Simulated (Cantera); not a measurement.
# Hydrocarbon pyrolysis for carbon deposition

A perfectly stirred reactor is fed with C2H6 : N2 = 1 : 170 (molar parts), at 0.0400 bar; it is held at 1423 K, and followed from long to short residence time.

Cantera simulation using GRI-Mech 3.0 (53 species, 325 reactions); the numbers are that mechanism's predictions, not measurements. GRI-Mech 3.0 stops at C3 and has no aromatics, soot or wall deposition, so with more carbon than oxygen in the feed, carbon stays in small species such as C2H2 where larger ones or solid carbon would form. Radical loss at walls, strong at low pressure, is not modelled.

| τ (s) | x C2H6 | x H | x CH4 | x C2H4 | x H2 | x C2H2 | x HCN |
|---|---|---|---|---|---|---|---|
| 7.2 | 9.92e-6 | 2.54e-5 | 0.000651 | 5.42e-5 | 0.0105 | 0.00538 | 4.03e-6 |
| 2.4 | 2.42e-5 | 3.23e-5 | 0.000772 | 0.000123 | 0.0102 | 0.00523 | 3.32e-6 |
| 0.77 | 6.23e-5 | 3.97e-5 | 0.000935 | 0.000290 | 0.00966 | 0.00493 | 2.52e-6 |
| 0.25 | 0.000162 | 4.67e-5 | 0.00110 | 0.000664 | 0.00880 | 0.00435 | 1.79e-6 |
| 0.081 | 0.000429 | 5.20e-5 | 0.00115 | 0.00138 | 0.00740 | 0.00331 | 1.21e-6 |
| 0.026 | 0.00114 | 5.24e-5 | 0.000942 | 0.00223 | 0.00534 | 0.00180 | 7.63e-7 |
| 0.0086 | 0.00261 | 4.52e-5 | 0.000495 | 0.00219 | 0.00299 | 0.000531 | 4.22e-7 |
| 0.0028 | 0.00446 | 3.06e-5 | 0.000140 | 0.00101 | 0.00105 | 5.73e-5 | 1.65e-7 |
| 0.00091 | 0.00552 | 1.22e-5 | 2.22e-5 | 0.000175 | 0.000165 | 1.41e-6 | 2.06e-8 |
x: mole fraction; the columns are a selection and need not sum to one.
